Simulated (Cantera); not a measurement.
A closed system holds: 1 mol Si3N4, 0.019 mol CO2, 15 mol H2, at 3.20e-5 bar.

Method: chemical equilibrium by Gibbs-energy minimisation in Cantera with the NASA 1993 tables (ideal gas, pure condensed phases). Candidate condensed phases: C, C6H6, C7H8, C8H18, H2O, Si, SiC, SiO2, Si2N2O, Si3N4; 151 gas species. The tables' values for SiN are old estimates; treat these amounts as uncertain. Gases not in the tables: Si2H6 and higher silanes. Rates play no part. All values below are at 1577 °C.

Base state: H2 0.682, Si 0.139, N2 0.0961, H 0.0787, SiO 0.00165, Si2C 0.000699, Si2 0.000668, SiH 0.000643 (mole fractions); condensed: gas only.

### Question
What changes in the equilibrium state with this change: pressure from 3.20e-5 bar to 0.00760 bar?

### Answer
```tsv
species	before	after
H2	0.682	0.874
N2	0.0961	0.117
H	0.0787	0.00578
Si	0.139	0.000848
SiO	0.00165	0.00195
Si2	0.000668	5.94e-6
Si3	0.000107	1.37e-6
Si2C	0.000699	1.17e-5
Si(l), mol	0	2.94
SiC(s), mol	0	0.0127
```
Mutual solubility and eutectic melting of coexisting phases are not modelled.
